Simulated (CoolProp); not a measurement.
Vapour-liquid equilibrium of R143a (1) + dimethyl ether (2) at 2.63 bar; x and y are mole fractions of (1).

Computed with CoolProp (multi-fluid Helmholtz-energy mixture model, Lemmon and Jacobsen 2000 and Wu 2011; pair parameters Bell 2016).

### Question
Give the bubble temperature and the first vapour's composition at x = 0.05, 0.8, 0.95. Is there an azeotrope?

### Answer
x = 0.05: -2.6 °C, y = 0.116; x = 0.8: -21.7 °C, y = 0.895; x = 0.95: -24.1 °C, y = 0.975. No azeotrope shows between x = 0.05 and 0.95.

Pair parameters are fitted to limited data, so mixtures are less certain than the pure fluids.
